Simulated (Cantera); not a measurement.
Charge: 1 mol C₆H₆, 0.01 mol O₂, a varied amount of N₂, at 2848 K and 53.0 Pa.

Equilibrium computed with Cantera from the NASA thermochemical tables; the gas is ideal and each condensed phase is pure. Candidate condensed phases: C, C₆H₆, C₇H₈, C₈H₁₈, H₂O; 136 gas species. Equilibrium is a limit: real reactors are often held back by kinetics, nucleation or transport.

Question: Which condensed phases are stable at each of these points (n(N₂) (mol)): 1.3, 1.5, 1.8, 2.1, 2.5, 2.9, 3.4, 4, 4.6, 5.4, 6.3, 7.4, 8.7?

Answer: 
```csv
n(N₂) (mol),condensed phases,C condensed (%)
1.3,C(graphite),43.1
1.5,C(graphite),41.2
1.8,C(graphite),38.4
2.1,C(graphite),35.7
2.5,C(graphite),32.1
2.9,C(graphite),28.5
3.4,C(graphite),24.1
4,C(graphite),18.8
4.6,C(graphite),13.6
5.4,C(graphite),6.7
6.3,gas only,0.0
7.4,gas only,0.0
8.7,gas only,0.0
```

From 1.3 mol N₂ to 5.4 mol N₂ the condensed part is C(graphite). From 6.3 mol N₂ to 8.7 mol N₂ nothing is condensed.
